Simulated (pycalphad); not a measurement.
An equivalent pycalphad script:

```python
from pycalphad import Database, equilibrium, calculate, variables as v
import numpy as np
db = Database('COST507.tdb')
comps = ['AL', 'SI', 'C', 'VA']
phases = ['AL4C3', 'AL4SIC4', 'AL8SIC7', 'CSI', 'DIAMOND_A4', 'FCC_A1', 'GRAPHITE', 'LIQUID']
eq = equilibrium(db, comps, phases, {v.X('SI'): 0.0134, v.X('C'): 0.0858, v.T: np.arange(1850, 499, -75), v.P: 101325, v.N: 1}, output=['HM', 'SM'])
```

All values are pycalphad results on the COST 507 light-alloy database (1999) (1 atm), not direct measurements. The database dates from 1999; later assessments differ in places, in temperatures and in the compounds included. Phase fractions are per mole of atoms. Kinetics are ignored, which matters at the lower temperatures.

Results at three of the temperatures:

```
T = 1775.00 K, P = 101325 Pa, N = 1 mol of atoms
G = -104919 J/mol, H = 46176 J/mol, S = 85.12 J/(mol K)  (SER reference)
chemical potentials (J/mol): Al -107754, Si -149017, C -68266
phase             fraction      x(Al)      x(Si)       x(C)
LIQUID              0.8048     0.9809     0.0165     0.0027
AL4C3               0.1952     0.5706   0.000785     0.4286
```

```
T = 1250.00 K, P = 101325 Pa, N = 1 mol of atoms
G = -63023 J/mol, H = 29564 J/mol, S = 74.07 J/(mol K)  (SER reference)
chemical potentials (J/mol): Al -62176, Si -84694, C -68530
phase             fraction      x(Al)      x(Si)       x(C)
LIQUID              0.7998     0.9834     0.0166   2.17e-06
AL4C3               0.2002     0.5709   0.000567     0.4286
```

```
T = 500.00 K, P = 101325 Pa, N = 1 mol of atoms
G = -20484 J/mol, H = -1715 J/mol, S = 37.54 J/(mol K)  (SER reference)
chemical potentials (J/mol): Al -15579, Si -10615, C -73517
phase             fraction      x(Al)      x(Si)       x(C)
FCC_A1              0.8028     0.9999   0.000131      1e-14
AL8SIC7             0.1961     0.5000     0.0625     0.4375
DIAMOND_A4          0.0010   1.22e-11     1.0000      1e-14
```

Changes of the phase set, refined by bisection:

| T (K) | phases above | phases below |
|---|---|---|
| 1021.5 | AL4C3 + liquid | AL4C3 + AL8SIC7 + liquid |
| 927.8 | AL4C3 + AL8SIC7 + liquid | AL8SIC7 + fcc + liquid |
| 925.0 | AL8SIC7 + fcc + liquid | AL8SIC7 + fcc |
| 630.5 | AL8SIC7 + fcc | AL8SIC7 + diamond (Si) + fcc |

Database names, with the compositions (at.%) that they take in these runs: AL4C3: Al 57 C 43; AL8SIC7: Al 50 C 44 Si 6. FCC_A1 is fcc; DIAMOND_A4 is diamond (Si).
